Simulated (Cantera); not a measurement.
An adiabatic, constant-pressure homogeneous reactor starts with CH4 : O2 : N2 = 1 : 1.67 : 6.27 (molar parts), at 1223 K and 2250 Torr. Integrator tolerance rtol = 1e-08.

Computed with Cantera and GRI-Mech 3.0 (53 species, 325 reactions).

**Question.** What does this change do: constant volume in place of constant pressure?

**Answer.** 
```
quantity                                                            before                                    after
---------------------------------  ---------------------------------------  ---------------------------------------
time of steepest temperature rise                                  13.6 ms                                  12.9 ms
temperature at 0.400 s                                              2710 K                                   2948 K
equilibrium temperature                                             2710 K                                   2948 K
x(CH4) at 0.400 s                    <1e-12 (gas-phase equilibrium <1e-12)    <1e-12 (gas-phase equilibrium <1e-12)
x(O2) at 0.400 s                   0.00310 (gas-phase equilibrium 0.00310)  0.00529 (gas-phase equilibrium 0.00529)
x(N2O) at 0.400 s                  3.22e-7 (gas-phase equilibrium 3.22e-7)  9.30e-7 (gas-phase equilibrium 9.30e-7)
x(HCO) at 0.400 s                  1.01e-7 (gas-phase equilibrium 1.01e-7)  3.25e-7 (gas-phase equilibrium 3.25e-7)
x(CH2O) at 0.400 s                 1.86e-9 (gas-phase equilibrium 1.86e-9)  5.92e-9 (gas-phase equilibrium 5.92e-9)
x(C2H4) at 0.400 s                   <1e-12 (gas-phase equilibrium <1e-12)    <1e-12 (gas-phase equilibrium <1e-12)
```
